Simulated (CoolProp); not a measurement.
Vapour-liquid equilibrium of R125 (1) + R227EA (2) at 1100 kPa; x and y are mole fractions of (1).

The numbers come from the multi-fluid Helmholtz-energy mixture model, Lemmon 2005 and Lemmon 2016; pair parameters Bell 2016 in CoolProp.

```csv
x,"bubble temperature, mixture model (°C)","bubble temperature, Raoult's law (°C)","y, mixture model","y, Raoult's law"
0.05,54.5,53.9,0.094,0.126
0.125,50.6,49.3,0.223,0.284
0.2,46.8,45.2,0.339,0.413
0.275,43.1,41.4,0.443,0.519
0.35,39.7,37.9,(withheld),0.608
0.425,36.4,34.8,0.616,0.683
0.5,33.3,31.8,0.687,0.747
0.575,30.4,29.1,(withheld),0.801
0.65,27.7,26.6,0.807,0.848
0.725,25.1,24.2,0.857,0.889
0.8,22.6,22.0,0.901,0.925
0.875,20.3,19.9,(withheld),0.956
0.95,18.1,17.9,0.978,0.983
```

Question: What belongs in the gaps?

Answer: 
- 0.35, y, mixture model: 0.534
- 0.575, y, mixture model: 0.751
- 0.875, y, mixture model: 0.942

The largest gap from Raoult's law is +1.8 K in bubble temperature, at x = 0.35. No azeotrope shows between x = 0.05 and 0.95.

Pair parameters are fitted to limited data, so mixtures are less certain than the pure fluids.
